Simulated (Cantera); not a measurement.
A closed system holds: 1 mol Fe₃O₄, 0.017 mol HCl, at 1125 °C and 1350 Torr.

Equilibrium computed with Cantera from the NASA thermochemical tables; the gas is ideal and each condensed phase is pure. Candidate condensed phases: Fe, FeCl₂, FeCl₃, FeO, Fe(OH)₂, Fe(OH)₃, Fe₂O₃, Fe₃O₄, H₂O; 22 gas species. Mutual solubility and eutectic melting of coexisting phases are not modelled. Kinetics and transport are ignored.

Base state: HCl 0.727, H₂O 0.147, FeCl₂ 0.0825, FeCl₃ 0.0388, Cl₂ 0.00296, Cl 0.00114, Fe₂Cl₄ 0.00109, O₂ 0.000192 (mole fractions); condensed: Fe₂O₃(s) + Fe₃O₄(s).

What changes in the equilibrium state with this change: temperature from 1125 °C to 577 °C?


| species | before | after |
|---|---|---|
| HCl | 0.727 | 0.582 |
| H₂O | 0.147 | 0.417 |
| FeCl₂ | 0.0825 | 0.000279 |
| FeCl₃ | 0.0388 | 0.000196 |
| Cl | 0.00114 | 3.72e-9 |
| O₂ | 0.000192 | <1e-9 |
| Cl₂ | 0.00296 | 3.20e-8 |
| Fe₂Cl₄ | 0.00109 | 3.36e-5 |
| Fe₂Cl₆ | 5.58e-5 | 2.52e-6 |
| Fe₂O₃(s), mol | 0.000892 | 0.00500 |
| Fe₃O₄(s), mol | 0.999 | 0.995 |
| FeCl₂(s), mol | 0 | 0.00500 |
Condensed phases not in the tables: FeOCl.
